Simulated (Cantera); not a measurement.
## Adiabatic ignition

An adiabatic, constant-pressure homogeneous reactor starts with 4.03 % CH3OH, 20.2 % O2, 75.8 % N2, at 1650 K and 0.750 bar.

Computed with Cantera and GRI-Mech 3.0 (53 species, 325 reactions). GRI-Mech 3.0 was tuned for natural gas; its chemistry of methanol as a main component is partial and can be far from experiment.

| t (s) | T (K) | x CH3OH | x O2 | x CH2CO | x H2O | x HCO |
|---|---|---|---|---|---|---|
| 1.00e-6 | 1650 | 0.0403 | 0.202 | <1e-12 | 9.27e-6 | 5.60e-10 |
| 3.15e-6 | 1650 | 0.0402 | 0.202 | <1e-12 | 3.77e-5 | 3.89e-9 |
| 9.92e-6 | 1650 | 0.0400 | 0.201 | 1.04e-11 | 0.000139 | 2.25e-8 |
| 3.12e-5 | 1651 | 0.0388 | 0.201 | 5.21e-10 | 0.000811 | 3.43e-7 |
| 9.84e-5 | 1714 | 0.0222 | 0.188 | 4.97e-8 | 0.0166 | 1.77e-5 |
| 0.000310 | 2122 | <1e-12 | 0.133 | <1e-12 | 0.0676 | 2.14e-9 |
| 0.000976 | 2267 | <1e-12 | 0.136 | <1e-12 | 0.0738 | 1.30e-10 |
| 0.00307 | 2293 | <1e-12 | 0.136 | <1e-12 | 0.0752 | 4.74e-11 |
| 0.00968 | 2292 | <1e-12 | 0.136 | <1e-12 | 0.0752 | 4.65e-11 |
| 0.0305 | 2289 | <1e-12 | 0.135 | <1e-12 | 0.0752 | 4.49e-11 |
| 0.0960 | 2282 | <1e-12 | 0.133 | <1e-12 | 0.0754 | 4.15e-11 |
| 0.302 | 2274 | <1e-12 | 0.131 | <1e-12 | 0.0755 | 3.80e-11 |
| 0.953 | 2273 | <1e-12 | 0.131 | <1e-12 | 0.0755 | 3.75e-11 |
| 3.00 | 2273 | <1e-12 | 0.131 | <1e-12 | 0.0755 | 3.75e-11 |
x: mole fraction; the columns are a selection and need not sum to one.

```yaml
time_of_steepest_temperature_rise: 0.147 ms
temperature at 3.00 s: 2273 K
equilibrium_temperature: 2273 K
x(CH3OH) at 3.00 s: <1e-12 (gas-phase equilibrium <1e-12)
x(O2) at 3.00 s: 0.131 (gas-phase equilibrium 0.131)
x(CH2CO) at 3.00 s: <1e-12 (gas-phase equilibrium <1e-12)
```
